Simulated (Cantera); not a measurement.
A Cantera script and its output.

```python
import numpy as np
import cantera as ct

gas = ct.Solution("gri30.yaml")
gas.TPX = 375, 860000, {'C3H8': 1, 'O2': 8.33, 'N2': 31.3}
inlet = ct.Reservoir(gas, clone=True)
gas.equilibrate("HP")  # start burning
reactor = ct.IdealGasConstPressureReactor(gas, energy="on", clone=False)
exhaust = ct.Reservoir(gas, clone=True)
tau = [0.04, 0.019, 0.0089, 0.0042, 0.002, 0.00094, 0.00044, 0.00021, 9.9e-05, 4.7e-05, 2.2e-05][0]
for a, b in ((inlet, reactor), (reactor, exhaust)):
    ct.MassFlowController(a, b, mdot=lambda t: reactor.mass / tau)
net = ct.ReactorNet([reactor])
show = ['C3H8', 'O2', 'N2O', 'CH4', 'H2O', 'HO2', 'CH2']

rows = []
print(f"{'tau/s':>10s}{'T/K':>9s}" + "".join(f"{s:>11s}" for s in show))
for tau in [0.04, 0.019, 0.0089, 0.0042, 0.002, 0.00094, 0.00044, 0.00021, 9.9e-05, 4.7e-05, 2.2e-05]:
    net.initial_time = 0.0
    net.advance(30 * tau)
    before = gas.X
    net.advance(40 * tau)
    drift = np.max(np.abs(gas.X - before) / (gas.X + 1e-9))
    rows.append([gas.T, *gas[show].X, drift])
    print(f"{tau:10.3e}{gas.T:9.1f}" + "".join(f"{x:11.3e}" for x in gas[show].X))
```

Result:

```
     tau/s      T/K       C3H8         O2        N2O        CH4        H2O        HO2        CH2
 4.000e-02   1761.8  9.549e-07  8.000e-02  9.677e-07  6.489e-07  9.581e-02  2.029e-06  7.664e-09
 1.900e-02   1760.1  1.736e-06  8.007e-02  1.346e-06  9.461e-07  9.574e-02  3.053e-06  1.568e-08
 8.900e-03   1757.2  3.124e-06  8.018e-02  1.863e-06  1.356e-06  9.563e-02  4.848e-06  3.214e-08
 4.200e-03   1752.6  5.506e-06  8.039e-02  2.442e-06  1.936e-06  9.547e-02  7.880e-06  6.454e-08
 2.000e-03   1745.1  9.564e-06  8.077e-02  2.928e-06  2.837e-06  9.525e-02  1.295e-05  1.265e-07
 9.400e-04   1732.3  1.687e-05  8.148e-02  3.134e-06  4.527e-06  9.490e-02  2.186e-05  2.464e-07
 4.400e-04   1709.3  3.105e-05  8.285e-02  2.931e-06  8.507e-06  9.436e-02  3.821e-05  4.707e-07
 2.100e-04   1661.8  6.610e-05  8.596e-02  2.281e-06  2.270e-05  9.335e-02  7.335e-05  8.501e-07
 9.900e-05    375.0  2.461e-02  2.050e-01  7.636e-21  3.883e-18  4.957e-16  2.998e-19 -6.599e-34
 4.700e-05    375.0  2.461e-02  2.050e-01  8.129e-24  4.134e-21  5.277e-19  3.191e-22 -2.686e-36
 2.200e-05    375.0  2.461e-02  2.050e-01  5.135e-25  2.611e-22  3.333e-20  2.016e-23 -1.027e-37
```

Detailed kinetics in Cantera: GRI-Mech 3.0 (53 species, 325 reactions). GRI-Mech 3.0 was tuned for natural gas; its chemistry of propane as a main component is partial and can be far from experiment.
